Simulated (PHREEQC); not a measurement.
Dissolve 0.068 mol/kgw H3AsO4 and 0.014 mol/kgw FeCl3 at 10 °C. Closed to the air; pH follows from the charge balance.

All values are PHREEQC results (ion-association model, wateq4f.dat), not measurements.

No solid was allowed to form.

**Question.** Predict the pH.

**Answer.** pH 1.75.

**Question.** In which forms is Cl present?

**Answer.** Cl- 92 %, FeCl+2 6.3 %, FeCl2+ 1.4 % of the Cl.

The solution is supersaturated, for example in Hematite (slow to form), Goethite (slow to form), so a real one may precipitate; this is no full list. Species that the database lacks are ignored. The database's scorodite may be far more soluble than the real mineral, and it has no iron arsenate complexes; the constant wasn't checked at its source. Constants without temperature data keep their 25 °C values here.
